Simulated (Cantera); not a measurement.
A freely propagating, adiabatic, planar premixed flame of 17.4 % CO, 2.43 % H2, 4.17 % CH4, 15.2 % O2, 57.2 % N2, 3.65 % CO2, equivalence ratio 1.2, unburnt at 650 K and 5.30 bar; mixture-averaged transport, grid criteria slope 0.08 and curve 0.16, no radiation.

Detailed kinetics in Cantera: GRI-Mech 3.0 (53 species, 325 reactions). Burning velocities carry a grid error of a few per cent, more on coarse grids.

Predict: laminar burning velocity; thermal thickness; peak x(OH); peak x(C2H6); peak x(C2H4).


```
Item                         Result
------------------------  ---------
laminar burning velocity   143 cm/s
thermal thickness         0.0739 mm
peak x(OH)                  0.00797
peak x(C2H6)               0.000154
peak x(C2H4)                5.26e-5
```
